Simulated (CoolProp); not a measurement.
Aqueous propylene glycol as a coolant, 45 % by mass, freezing at -25.8 °C, 1 atm.

Model: Melinder's fits for secondary coolants, in CoolProp.

| T (°C) | density (kg/m³) | viscosity (mPa s) | cp (kJ/(kg K)) | conductivity (W/(m K)) |
|---|---|---|---|---|
| -24.1 | 1057 | 89.4 | 3.464 | 0.356 |
| -19.3 | 1055 | 59.7 | 3.481 | 0.358 |
| -14.4 | 1053 | 40.6 | 3.499 | 0.361 |
| -9.6 | 1051 | 28.6 | 3.516 | 0.363 |
| -4.7 | 1049 | 20.4 | 3.533 | 0.366 |
| 0.1 | 1047 | 15.1 | 3.551 | 0.369 |
| 5 | 1044 | 11.3 | 3.568 | 0.371 |
| 9.8 | 1042 | 8.69 | 3.585 | 0.374 |
| 14.7 | 1039 | 6.79 | 3.602 | 0.376 |
| 19.5 | 1036 | 5.43 | 3.619 | 0.379 |
| 24.4 | 1033 | 4.40 | 3.637 | 0.382 |
| 29.2 | 1030 | 3.63 | 3.653 | 0.385 |
| 34.1 | 1027 | 3.04 | 3.671 | 0.388 |
